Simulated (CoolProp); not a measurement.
Vapour-liquid equilibrium of dimethyl ether (1) + n-pentane (2) at 365.7 K; x and y are mole fractions of (1).

Model: multi-fluid Helmholtz-energy mixture model, Wu 2011 and Thol 2019; pair parameters Bell 2016, in CoolProp.

```
x     bubble pressure, mixture model (MPa)  bubble pressure, Raoult's law (MPa)  y, mixture model  y, Raoult's law
----  ------------------------------------  -----------------------------------  ----------------  ---------------
0.05                                0.5701                               0.6177             0.151            0.231
0.2                                 0.8802                               0.9714             0.509            0.588
0.35                                 1.280                                1.325             0.706            0.755
0.5                                  1.682                                1.679             0.809            0.851
0.65                                 2.044                                2.033             0.871            0.914
0.8                                  2.379                                2.386             0.922            0.958
0.95                                 2.731                                2.740             0.977            0.991
```

The largest gap from Raoult's law is -9.4 % in bubble pressure, at x = 0.2. No azeotrope shows between x = 0.05 and 0.95.

The pair parameters rest on a limited set of measurements; away from them the model extrapolates. The gap from Raoult's law changes sign with composition, which may be real or a fault of the pair parameters; it wasn't checked against measurements.
